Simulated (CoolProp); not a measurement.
Saturation properties of nitrous oxide (Tc = 36.4 °C, pc = 7.245 MPa, ω = 0.161).

The numbers come from the reference Helmholtz-energy equation of state, Lemmon 2006 in CoolProp. It is a short technical equation, of lower accuracy than the large ones.

```csv
T (°C),p (MPa),vapour density (kg/m³),enthalpy of vaporisation (kJ/kg),liquid cp (kJ/(kg K))
-57.55,0.4770,12.71,336.4,1.774
-53.05,0.5739,15.15,330.3,1.789
-48.55,0.6849,17.95,323.9,1.805
-44.15,0.8081,21.06,317.4,1.824
-39.65,0.9505,24.66,310.5,1.846
-35.15,1.111,28.74,303.3,1.871
-30.65,1.290,33.34,295.8,1.899
-26.25,1.485,38.42,288.1,1.931
-21.75,1.705,44.26,279.8,1.969
-17.25,1.949,50.85,271.2,2.012
-12.75,2.217,58.28,262.0,2.063
```

It boils at -88.5 °C under 1 atm.
